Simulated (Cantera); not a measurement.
Cantera run:

```python
import numpy as np
import cantera as ct

gas_names = """
    B BCL BCL2 BCL3 BH BH2 BH3 BN B2 CL CL2 H HCL H2 N NH NH2 NH3 N2 N2H2 N2H4
""".split()
cond_names = """
    B(b) B(L) BN(s) NH4CL(a) NH4CL(b)
""".split()


# ... load() reads the species with a 1 bar reference pressure and builds the phases ...
atoms = {
    'BCl3': {'B': 1, 'CL': 3},
    'NH3': {'N': 1, 'H': 3},
    'N2': {'N': 2},
}
top_T = {'BN(s)': 3200}  # K; cautious upper limits of use, not melting points


# ... equilibrate(T, P, feed) seeds the gas with the atoms and calls Mixture.equilibrate('TP', solver="vcs", rtol=1e-11, max_steps=5000) ...
results = []
feed = {'BCl3': 1, 'NH3': 0.22, 'N2': 0.34}  # mol
P = 133.322  # Pa
for T in [925, 1000, 1075, 1150, 1225, 1300, 1375, 1450]:
    mix = equilibrate(T, P, feed)
    results.append((T, P, feed, dict(zip(mix.species_names, mix.species_moles))))

top = {s: max(r[3][s] / sum(r[3][g] for g in gas_names) for r in results) for s in gas_names}
cols = sorted((s for s in top if top[s] > 0.0001), key=lambda s: -top[s])[:8]
seen = [c for c in cond_names if any(r[3].get(c, 0) > 1e-12 for r in results)]
print("log10 of partial pressures in bar; condensed amounts in mol")
print(f"{'T/K':>10s}" + "".join(f"{s[:9]:>10s}" for s in cols + seen))
for T, P, feed, n in results:
    ng = sum(n[g] for g in gas_names)
    print(f"{T:10.4g}" + "".join(f"{np.log10(max(n[s] / ng * P / 1e5, 1e-99)):10.3f}" for s in cols)
          + "".join(f"{n.get(c, 0):10.4g}" for c in seen))
```

Output:

```
log10 of partial pressures in bar; condensed amounts in mol
       T/K      BCL3       HCL        N2        CL        H2      BCL2     BN(s)
       925    -3.233    -3.306    -3.594    -9.134    -7.546   -11.402      0.22
      1000    -3.233    -3.306    -3.594    -8.393    -7.176   -10.252    0.2199
      1075    -3.233    -3.306    -3.594    -7.755    -6.858    -9.264    0.2199
      1150    -3.233    -3.306    -3.594    -7.198    -6.581    -8.407    0.2198
      1225    -3.233    -3.307    -3.594    -6.709    -6.338    -7.656    0.2197
      1300    -3.233    -3.307    -3.594    -6.275    -6.124    -6.993    0.2195
      1375    -3.234    -3.308    -3.594    -5.888    -5.934    -6.404    0.2194
      1450    -3.235    -3.310    -3.594    -5.541    -5.765    -5.877    0.2191
```

These are equilibrium values from Cantera (NASA tables, ideal gas, pure condensed phases), not measurements of a reactor. The tables' values for BCl2, BCl are old estimates; treat these amounts as uncertain. Gases not in the tables: BHCl2.
